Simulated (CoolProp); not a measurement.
Properties of R125 along the isobar 4100 kPa (Tc = 66.0 °C, pc = 3618 kPa, ω = 0.305).

Values from CoolProp's reference Helmholtz-energy equation of state, Lemmon 2005.

```
T (°C)          phase       Z  cv (kJ/(kg K))  speed of sound (m/s)  Joule-Thomson coefficient (K/MPa)  Prandtl number  fugacity coefficient
------  -------------  ------  --------------  --------------------  ---------------------------------  --------------  --------------------
29.85          liquid  0.1629          0.8347                 351.6                             0.2694            3.24                0.3298
44.95          liquid  0.1689          0.8619                 276.8                             0.6892            3.11                0.4366
60.15          liquid  0.1852          0.9026                 188.8                              1.882            3.23                0.5523
75.25   supercritical  0.4224          0.9975                 92.85                              12.97            2.84                0.6549
90.45   supercritical  0.6037          0.9202                 114.7                              10.43            1.24                0.7105
105.55  supercritical  0.6883          0.9111                 128.2                              8.466            1.04                0.7520
120.75  supercritical  0.7459          0.9149                 138.5                              7.097           0.954                0.7859
135.95  supercritical  0.7886          0.9234                 147.1                              6.080           0.902                0.8142
151.05  supercritical  0.8217          0.9340                 154.4                              5.295           0.866                0.8379
166.25  supercritical  0.8485          0.9457                 160.9                              4.662           0.839                0.8583
181.35  supercritical  0.8704          0.9581                 166.8                              4.146           0.818                0.8759
196.55  supercritical  0.8887          0.9708                 172.2                              3.715           0.801                0.8912
211.65  supercritical  0.9041          0.9835                 177.2                              3.353           0.786                0.9045
226.85  supercritical  0.9173          0.9962                 181.8                              3.042           0.773                0.9162
```

Viscosity comes from a separate model (Huber 2006). Thermal conductivity comes from a separate model (Perkins 2006).
